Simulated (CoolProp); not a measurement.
A closed Brayton cycle with carbon dioxide: compressor inlet 307.15 K and 8.6 MPa, high pressure 21.9 MPa, turbine inlet 775 K, compressor efficiency 0.8, turbine efficiency 0.93, recuperator effectiveness 0.95 (on enthalpy, no pinch check). Each further row changes one setting.

Model: reference Helmholtz-energy equation of state, Span 1996, in CoolProp.

| case | thermal efficiency (%) | net work (kJ/kg) | compressor to turbine work | compressor exit (K) | turbine exit (K) |
|---|---|---|---|---|---|
| as stated | 35.6 | 95.1 | 0.20 | 334.1 | 663.8 |
| turbine inlet 725 K | 33.7 | 86.2 | 0.21 | 334.1 | 618.0 |
| compressor inlet 317.15 K | 34.6 | 77.3 | 0.35 | 384.4 | 663.8 |
| high pressure 18.6 MPa | 33.5 | 81.3 | 0.18 | 328.7 | 682.8 |
| recuperator effectiveness 0.5 | 21.2 | 95.1 | 0.20 | 334.1 | 663.8 |
